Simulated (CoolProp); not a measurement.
Computed with CoolProp (reference Helmholtz-energy equation of state, Lemmon 2016).

Problem. For R227EA, give the phase and the density (kg/m³), isothermal compressibility (1/MPa) at 475 K and 4390 kPa.

Solution. 
- 475 K and 4390 kPa: supercritical; density 240, isothermal compressibility 0.285
